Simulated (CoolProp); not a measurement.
Sulfur dioxide at 298.15 K and 0.149 MPa is compressed adiabatically to 0.247 MPa with isentropic efficiency 0.75. Each further row changes one setting.

Model: reference Helmholtz-energy equation of state, Gao 2016, in CoolProp.

```csv
case,work (kJ/kg),final temperature (K),final density (kg/m³)
as stated,…,340.9,…
efficiency 1,…,331.1,5.91
efficiency 0.65,…,…,…
```

Task: What belongs in the gaps?

Result: 
- as stated, work (kJ/kg): 26.8
- as stated, final density (kg/m³): 5.73
- efficiency 1, work (kJ/kg): 20.1
- efficiency 0.65, work (kJ/kg): 30.9
- efficiency 0.65, final temperature (K): 346.9
- efficiency 0.65, final density (kg/m³): 5.62
